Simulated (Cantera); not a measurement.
Gas mixture: N2O : NO = 0.31 : 0.95 (molar parts), at 0.0493 atm, frozen composition.

Cantera's kinetic-theory transport with the Lennard-Jones parameters of GRI-Mech 3.0, ideal gas; thermal conductivity in the multicomponent form. The composition is frozen, though it would react at the higher temperatures.

D: mixture-averaged diffusion coefficient of that species in the mixture.

```csv
T (K),ρ (kg/m³),cp (J/kg/K),μ (µPa s),λ (mW/m/K),Pr,D (cm²/s) CH3,D (cm²/s) C2H2,D (cm²/s) NO
400,0.0503,989.4,22.0,30.5,0.715,7.05,5.19,5.23
600,0.0335,1060,___,___,0.718,___,___,___
800,0.0251,1124,36.3,56.7,0.719,23.3,17.5,17.5
1000,0.0201,1172,42.2,68.7,0.720,34.0,25.6,25.5
1200,0.0168,1203,47.6,79.6,0.719,46.2,34.8,34.6
1400,0.0144,1228,52.7,90.0,0.719,59.7,45.0,44.8
1600,0.0126,1249,57.5,___,0.719,___,___,___
1800,0.0112,1265,62.1,109,0.719,90.7,68.5,68.1
```

Task: Complete the blanks.

Result: 
- 600, μ (µPa s): 29.7
- 600, λ (mW/m/K): 43.8
- 600, D (cm²/s) CH3: 14.3
- 600, D (cm²/s) C2H2: 10.7
- 600, D (cm²/s) NO: 10.7
- 1600, λ (mW/m/K): 99.9
- 1600, D (cm²/s) CH3: 74.6
- 1600, D (cm²/s) C2H2: 56.3
- 1600, D (cm²/s) NO: 56.0
